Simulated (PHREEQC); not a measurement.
Make-up at 10 °C: 0.019 mol/kgw NH3 and 2.4e-05 mol/kgw CO2. Closed to the air; pH follows from the charge balance.

The numbers come from PHREEQC with the ion-association model, phreeqc.dat.

The pH comes out as 11.25 and the ionic strength comes out as 0.000598 mol/kgw. The specific conductance is 101 µS/cm and the total alkalinity is 19.0 meq/kg.

```csv
species,molality,activity,log γ
NH3,0.0184,0.0184,0.000
NH4+,0.000577,0.000561,-0.012
OH-,0.000532,0.000518,-0.012
CO3-2,2.07e-5,1.86e-5,-0.047
HCO3-,3.33e-6,3.24e-6,-0.012
```

This is a speciation only: nothing precipitates in the calculation. Constants without temperature data keep their 25 °C values here.
